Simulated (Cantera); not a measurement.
A closed system holds: 1 mol Si₂Cl₆, 0.15 mol Cl₂, 20 mol H₂, held at 1050 K and 0.820 bar.

Method: chemical equilibrium by Gibbs-energy minimisation in Cantera with the NASA 1993 tables (ideal gas, pure condensed phases). Candidate condensed phases: Si; 19 gas species. The feed counts by its element totals alone. The tables' values for SiCl₃ are old estimates; treat these amounts as uncertain. Kinetics and transport are ignored.

Base state: H₂ 0.907, SiCl₄ 0.0458, SiHCl₃ 0.0289, HCl 0.0149, SiH₂Cl₂ 0.00208, SiCl₃ 0.00108, SiCl₂ 0.000458, SiH₃Cl 3.90e-5 (mole fractions); condensed: Si(s).

**Question.** What changes in the equilibrium state with this change: temperature from 1050 K to 1500 K?

**Answer.** 
```csv
species,before,after
H₂,0.907,0.827
HCl,0.0149,0.104
SiCl₂,0.000458,0.0418
SiCl₃,0.00108,0.0107
SiCl₄,0.0458,0.00877
SiHCl₃,0.0289,0.00725
H,8.53e-9,1.77e-5
SiH₂Cl₂,0.00208,0.000952
SiH₃Cl,3.90e-5,3.67e-5
"Si(s), mol",0.316,0.426
```
